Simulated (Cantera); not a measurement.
Input: 1 mol B, 1.9 mol H2, 0.49 mol N2, held at 59000 Pa.

These are equilibrium values from Cantera (NASA tables, ideal gas, pure condensed phases), not measurements of a reactor. Candidate condensed phases: B, BN; 15 gas species. Mutual solubility and eutectic melting of coexisting phases are not modelled. The tables' values for BH2 are old estimates; treat these amounts as uncertain. Kinetics and transport are ignored. All values below are at 1598 K.

Base state: H2 1.000, H 6.93e-5, BH2 2.56e-5 (mole fractions); condensed: B(s) + BN(s).

**Question.** What changes in the equilibrium state with this change: B replaced by B2O3?

**Answer.** 
| species | before | after |
|---|---|---|
| H2 | 1.000 | 0.789 |
| N2 | 1.07e-7 | 0.203 |
| HBO2 | 0 | 0.00383 |
| H2O | 0 | 0.00290 |
| HBO | 0 | 0.00100 |
| B2O3 | 0 | 0.000240 |
| B(s), mol | 0.0199 | 0 |
| BN(s), mol | 0.980 | 0.00687 |
| B2O3(l), mol | 0 | 0.990 |
Gases not in the tables: H3BO3. Further candidate phases: B2O3, B3O3H3, H2O.
